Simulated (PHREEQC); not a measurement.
Ultrapure water in contact with air or piping: an equilibrium model

Synthetic water in mg/kgw, 25 °C, pH 6.66, pe 0.9:

| constituent | mg/kgw |
|---|---|
| Na | 0.0227 |
| K | 0.0241 |
| Ca | 0.238 |
| Mg | 0.00332 |
| Cl | 0.0059 |
| S(6) as SO4 | 0.461 |
| Alkalinity as HCO3 | 0.225 |
| B | 0.00232 |
| Ba | 0.000454 |
| Br | 0.000257 |

Na is adjusted to close the charge balance.
Valence states are taken as typed.

Model: ion-association model, phreeqc.dat, run in PHREEQC.

```yaml
ionic_strength: 2.45e-5 mol/kgw
```

```json
[
 {"species": "Ca+2", "molality": "5.93e-6", "activity": "5.80e-6", "log γ": "-0.010"},
 {"species": "SO4-2", "molality": "4.79e-6", "activity": "4.68e-6", "log γ": "-0.010"},
 {"species": "HCO3-", "molality": "3.86e-6", "activity": "3.84e-6", "log γ": "-0.003"},
 {"species": "CO2", "molality": "1.89e-6", "activity": "1.89e-6", "log γ": "0.000"},
 {"species": "Na+", "molality": "6.82e-7", "activity": "6.79e-7", "log γ": "-0.003"},
 {"species": "K+", "molality": "6.16e-7", "activity": "6.13e-7", "log γ": "-0.003"},
 {"species": "H+", "molality": "2.20e-7", "activity": "2.19e-7", "log γ": "-0.002"},
 {"species": "H3BO3", "molality": "2.14e-7", "activity": "2.14e-7", "log γ": "0.000"},
 {"species": "Cl-", "molality": "1.66e-7", "activity": "1.65e-7", "log γ": "-0.003"},
 {"species": "Mg+2", "molality": "1.36e-7", "activity": "1.33e-7", "log γ": "-0.010"}
]
```

This is a speciation only: nothing precipitates in the calculation. Species that the database lacks are ignored.
